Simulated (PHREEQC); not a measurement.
Consider water at 20 °C with 0.0011 mol/kgw HF and 0.0012 mol/kgw NaF. Closed to the air; pH follows from the charge balance.

Equilibrium calculation in PHREEQC: ion-association model, wateq4f.dat.

Each row changes one thing in this solution. This is a speciation only: nothing precipitates in the calculation.

```csv
case,pH,ionic strength (mol/kgw),F- (mol/kgw),HF (mol/kgw),NaF (mol/kgw)
as made,3.45,0.00157,0.00156,0.000724,9.88e-7
HF from 0.0011 to 0.0022 mol/kgw,3.20,0.00186,0.00185,0.00152,1.16e-6
HF left out,7.29,0.00120,0.00120,8.20e-8,7.66e-7
diluted 100-fold with water,4.97,2.27e-5,2.27e-5,3.28e-7,1.55e-10
HF from 0.0011 to 0.011 mol/kgw,2.70,0.00332,0.00323,0.00834,1.96e-6
temperature from 20 to 55 °C,3.63,0.00144,0.00144,0.000850,9.06e-7
NaF from 0.0012 to 0.00108 mol/kgw,3.43,0.00146,0.00146,0.000709,8.32e-7
NaF replaced by NaAlO2 at the same molality,7.52,0.00126,0.000321,1.27e-8,2.05e-7
0.00082 mol/kgw Ca(OH)2 added,10.87,0.00362,0.00229,4.00e-11,1.39e-6
```

Some of these states are supersaturated (in Al(OH)3(a), Boehmite (slow to form), Fluorite, for instance). Away from 25 °C the constants follow the database's enthalpies or fits; those with neither stay at their 25 °C values. Fluoro complexes past AlF4- and FeF3 are missing from the database.
